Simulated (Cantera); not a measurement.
Input: 1 mol Si3N4, 0.81 mol C, 0.018 mol H2, equilibrated at 2898 K and 0.00200 bar.

Method: chemical equilibrium by Gibbs-energy minimisation in Cantera with the NASA 1993 tables (ideal gas, pure condensed phases). Candidate condensed phases: C, C6H6, C7H8, C8H18, Si, SiC, Si3N4; 105 gas species. The tables' values for SiN are old estimates; treat these amounts as uncertain. Rates play no part.

Base state: Si 0.518, N2 0.387, SiC2 0.0641, CN 0.0105, H 0.00690, C 0.00393, C3 0.00385, Si2C 0.00235 (mole fractions); condensed: gas only.

### Question
What changes in the equilibrium state with this change: temperature from 2898 K to 2648 K?

### Answer
```json
[
 {"species": "Si", "before": "0.518", "after": "0.500"},
 {"species": "N2", "before": "0.387", "after": "0.400"},
 {"species": "SiC2", "before": "0.0641", "after": "0.0718"},
 {"species": "Si2C", "before": "0.00235", "after": "0.0139"},
 {"species": "CN", "before": "0.0105", "after": "0.00283"},
 {"species": "Si3", "before": "9.74e-7", "after": "1.48e-5"},
 {"species": "C2", "before": "0.000904", "after": "7.66e-5"},
 {"species": "C", "before": "0.00393", "after": "0.000346"},
 {"species": "C3", "before": "0.00385", "after": "0.000492"}
]
```

### Question
What changes in the equilibrium state with this change: 0.89 mol O2 added?

### Answer
```json
[
 {"species": "Si", "before": "0.518", "after": "0.346"},
 {"species": "N2", "before": "0.387", "after": "0.342"},
 {"species": "SiO", "before": "0", "after": "0.166"},
 {"species": "CO", "before": "0", "after": "0.139"},
 {"species": "SiC2", "before": "0.0641", "after": "1.08e-7"},
 {"species": "CN", "before": "0.0105", "after": "1.57e-5"},
 {"species": "C3", "before": "0.00385", "after": "<1e-9"},
 {"species": "C2", "before": "0.000904", "after": "2.29e-9"},
 {"species": "C2N2", "before": "4.23e-5", "after": "<1e-9"},
 {"species": "Si2C", "before": "0.00235", "after": "1.67e-6"}
]
```
Further candidate phases: H2O, SiO2, Si2N2O.
